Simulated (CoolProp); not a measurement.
R13 at 298.15 K and 2.39 MPa is throttled through a valve to 1.1 MPa with no heat exchange. Each further row changes one setting.

The numbers come from the reference Helmholtz-energy equation of state, Platzer 1990 in CoolProp. This equation is an older, rougher fit.

```csv
case,temperature change (K),final density (kg/m³)
as stated,(withheld),57.5
outlet pressure 0.33 MPa,(withheld),(withheld)
outlet pressure 1.43 MPa,(withheld),(withheld)
```

Problem. Some entries are withheld; supply them.

Solution. 
- as stated, temperature change (K): -18.9
- outlet pressure 0.33 MPa, temperature change (K): -30.8
- outlet pressure 0.33 MPa, final density (kg/m³): 16.2
- outlet pressure 1.43 MPa, temperature change (K): -14.0
- outlet pressure 1.43 MPa, final density (kg/m³): 76.7
